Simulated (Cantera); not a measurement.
A perfectly stirred reactor is fed with CH2O : O2 : N2 = 0.018 : 0.0091 : 1 (molar parts), at 6.81 atm; it is held at 1275 K, and followed from long to short residence time.

Cantera simulation using GRI-Mech 3.0 (53 species, 325 reactions); the numbers are that mechanism's predictions, not measurements.

Question: Predict: x(CH2O) at τ = 9.30 s; x(O2) at τ = 9.30 s; x(CH3) at τ = 9.30 s; x(O) at τ = 9.30 s; x(CH2O) at τ = 15.0 ms; x(O2) at τ = 15.0 ms; x(CH3) at τ = 15.0 ms; x(O) at τ = 15.0 ms.

Answer: 
```json
{
  "x(CH2O) at τ = 9.30 s": "2.38e-7",
  "x(O2) at τ = 9.30 s": "4.08e-6",
  "x(CH3) at τ = 9.30 s": "1.43e-9",
  "x(O) at τ = 9.30 s": "1.48e-9",
  "x(CH2O) at τ = 15.0 ms": "8.87e-6",
  "x(O2) at τ = 15.0 ms": "0.000153",
  "x(CH3) at τ = 15.0 ms": "1.21e-7",
  "x(O) at τ = 15.0 ms": "1.01e-6"
}
```
